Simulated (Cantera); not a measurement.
What does this Cantera script print?

```python
import numpy as np
import cantera as ct

gas_names = [...]  # 116 gases of nasa_gas.yaml made of C, H, Mg, O
cond_names = """
    C(gr) C6H6(L) C7H8(L) C8H18(L),n-octa H2O(s) H2O(L) Mg(cr) Mg(L) MgCO3(s) MgO(s) MgO(L) MgO2H2(s)
""".split()


# ... load() reads the species with a 1 bar reference pressure and builds the phases ...
atoms = {
    'MgO': {'Mg': 1, 'O': 1},
    'C': {'C': 1},
    'H2': {'H': 2},
    'CO2': {'C': 1, 'O': 2},
}
top_T = {'C(gr)': 4500}  # K; cautious upper limits of use, not melting points


# ... equilibrate(T, P, feed) seeds the gas with the atoms and calls Mixture.equilibrate('TP', solver="vcs", rtol=1e-11, max_steps=5000) ...
results = []
feed = {'MgO': 1, 'C': 5.3, 'H2': 0.11, 'CO2': 0.00019}  # mol
P = 28  # Pa
for T in [1748, 1848, 1948, 2048, 2148, 2248, 2348, 2448, 2548, 2648]:
    mix = equilibrate(T, P, feed)
    results.append((T, P, feed, dict(zip(mix.species_names, mix.species_moles))))

top = {s: max(r[3][s] / sum(r[3][g] for g in gas_names) for r in results) for s in gas_names}
cols = sorted((s for s in top if top[s] > 1e-06), key=lambda s: -top[s])[:7]
seen = [c for c in cond_names if any(r[3].get(c, 0) > 1e-12 for r in results)]
print("log10 of partial pressures in bar; condensed amounts in mol")
print(f"{'T/K':>10s}" + "".join(f"{s[:9]:>10s}" for s in cols + seen))
for T, P, feed, n in results:
    ng = sum(n[g] for g in gas_names)
    print(f"{T:10.4g}" + "".join(f"{np.log10(max(n[s] / ng * P / 1e5, 1e-99)):10.3f}" for s in cols)
          + "".join(f"{n.get(c, 0):10.4g}" for c in seen))
```

Result:

```
log10 of partial pressures in bar; condensed amounts in mol
       T/K        CO        Mg         H        H2        C3         C        C2     C(gr)
      1748    -3.878    -3.878    -6.066    -4.850   -13.652   -13.217   -14.739       4.3
      1848    -3.879    -3.879    -5.709    -4.868   -12.321   -12.057   -13.402       4.3
      1948    -3.880    -3.880    -5.399    -4.904   -11.129   -11.016   -12.205       4.3
      2048    -3.883    -3.883    -5.135    -4.970   -10.056   -10.078   -11.126       4.3
      2148    -3.886    -3.887    -4.921    -5.082    -9.086    -9.228   -10.148       4.3
      2248    -3.891    -3.891    -4.764    -5.259    -8.204    -8.453    -9.259     4.299
      2348    -3.894    -3.895    -4.662    -5.507    -7.399    -7.745    -8.447     4.298
      2448    -3.897    -3.897    -4.607    -5.811    -6.663    -7.096    -7.702     4.293
      2548    -3.900    -3.900    -4.582    -6.145    -5.986    -6.498    -7.017      4.27
      2648    -3.908    -3.908    -4.577    -6.489    -5.361    -5.945    -6.385     4.176
```

Equilibrium computed with Cantera from the NASA thermochemical tables; the gas is ideal and each condensed phase is pure. The tables' values for MgH are old estimates; treat these amounts as uncertain.
